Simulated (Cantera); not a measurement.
## Equilibrium for oxide etching and cleaning by halides: MgO + SiCl4 + O2

A closed system holds: 1 mol MgO, 1.1 mol SiCl4, 3 mol O2, held at 2.10 Pa.

Cantera equilibrium calculation (NASA polynomials, part measured and part estimated; ideal gas, pure solids and liquids). Candidate condensed phases: Mg, MgCl2, MgO, MgSiO3, Mg2SiO4, Si, SiO2; 20 gas species. Mutual solubility and eutectic melting of coexisting phases are not modelled. Condensed phases not in the tables: alloys, solid solutions and most ternary compounds. The numbers say what is thermodynamically allowed, not how fast it happens.

| T (K) | log p Cl2 | log p O2 | log p Cl | log p MgCl2 | log p ClO | log p O | n MgSiO3(s) | n SiO2(α-quartz) | n SiO2(β-quartz) |
|---|---|---|---|---|---|---|---|---|---|
| 648 | -4.95 | -5.01 | -9.39 | -15.46 | -12.48 | <-16 | 1.00 | 0.100 | 0 |
| 723 | -4.95 | -5.01 | -8.36 | -13.41 | -11.63 | <-16 | 1.00 | 0.100 | 0 |
| 798 | -4.95 | -5.01 | -7.52 | -11.75 | -10.94 | -15.65 | 1.00 | 0.100 | 0 |
| 873 | -4.95 | -5.01 | -6.83 | -10.38 | -10.37 | -14.23 | 1.000 | 0 | 0.100 |
| 948 | -4.97 | -5.02 | -6.25 | -9.23 | -9.90 | -13.04 | 1.000 | 0 | 0.100 |
| 1023 | -5.00 | -5.03 | -5.77 | -8.28 | -9.51 | -12.02 | 0.999 | 0 | 0.101 |
| 1098 | -5.10 | -5.06 | -5.38 | -7.51 | -9.22 | -11.15 | 0.993 | 0 | 0.107 |
log p: log10 of the partial pressure in bar; n: condensed amount in mol.

From 648 K to 798 K the condensed part is MgSiO3(s) + SiO2(α-quartz). From 873 K to 1098 K the condensed part is MgSiO3(s) + SiO2(β-quartz).
